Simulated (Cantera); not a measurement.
Input (Python, Cantera) and output of one run.

```python
import numpy as np
import cantera as ct

gas_names = [...]  # 47 gases of nasa_gas.yaml made of Cl, H, N, O, Si
cond_names = """
    H2O(s) H2O(L) NH4CL(a) NH4CL(b) Si(cr) Si(L) SiO2(Lqz) SiO2(hqz) SiO2(L) Si2N2O(s) Si3N4(a)
""".split()


# ... load() reads the species with a 1 bar reference pressure and builds the phases ...
atoms = {
    'SiH2Cl2': {'Si': 1, 'H': 2, 'CL': 2},
    'N2O': {'N': 2, 'O': 1},
    'N2': {'N': 2},
}
top_T = {'Si2N2O(s)': 2100, 'Si3N4(a)': 2400}  # K; cautious upper limits of use, not melting points


# ... equilibrate(T, P, feed) seeds the gas with the atoms and calls Mixture.equilibrate('TP', solver="vcs", rtol=1e-11, max_steps=5000) ...
results = []
feed = {'SiH2Cl2': 1, 'N2O': 0.19, 'N2': 43}  # mol
P = 6.3  # Pa
for T in [850, 950, 1050, 1150, 1250, 1350, 1450, 1550, 1650]:
    mix = equilibrate(T, P, feed)
    results.append((T, P, feed, dict(zip(mix.species_names, mix.species_moles))))

top = {s: max(r[3][s] / sum(r[3][g] for g in gas_names) for r in results) for s in gas_names}
cols = sorted((s for s in top if top[s] > 0.0001), key=lambda s: -top[s])[:7]
seen = [c for c in cond_names if any(r[3].get(c, 0) > 1e-12 for r in results)]
print("log10 of partial pressures in bar; condensed amounts in mol")
print(f"{'T/K':>10s}" + "".join(f"{s[:9]:>10s}" for s in cols + seen))
for T, P, feed, n in results:
    ng = sum(n[g] for g in gas_names)
    print(f"{T:10.4g}" + "".join(f"{np.log10(max(n[s] / ng * P / 1e5, 1e-99)):10.3f}" for s in cols)
          + "".join(f"{n.get(c, 0):10.4g}" for c in seen))
```

Output:

```
log10 of partial pressures in bar; condensed amounts in mol
       T/K        N2       HCL     SiCL2        H2       SiO     SiCL4        Si    Si(cr) Si2N2O(s)  Si3N4(a)
       850    -4.220    -5.644   -11.329    -6.556   -21.669    -6.857   -26.556         0      0.19    0.1739
       950    -4.220    -5.631    -9.528    -6.612   -17.860    -6.916   -22.045         0      0.19    0.1778
      1050    -4.220    -5.624    -8.086    -6.649   -14.786    -6.988   -18.397         0      0.19    0.1788
      1150    -4.220    -5.633    -7.001    -6.607   -12.255    -7.248   -15.389         0      0.19    0.1644
      1250    -4.220    -5.706    -6.423    -6.374   -10.136    -8.124   -12.866         0    0.1899    0.1107
      1350    -4.220    -5.863    -6.154    -6.145    -8.337    -9.309   -10.721         0    0.1867   0.03875
      1450    -4.222    -6.077    -6.015    -6.013    -6.791   -10.511    -8.875         0   0.07384    0.0129
      1550    -4.223    -6.229    -5.967    -5.968    -6.579   -11.490    -7.479  2.72e-05         0         0
      1650    -4.224    -6.126    -6.013    -6.016    -6.580   -11.874    -6.901         0         0         0
```

These are equilibrium values from Cantera (NASA tables, ideal gas, pure condensed phases), not measurements of a reactor. Mutual solubility and eutectic melting of coexisting phases are not modelled. The tables' values for SiCl3, SiCl, SiN are old estimates; treat these amounts as uncertain.
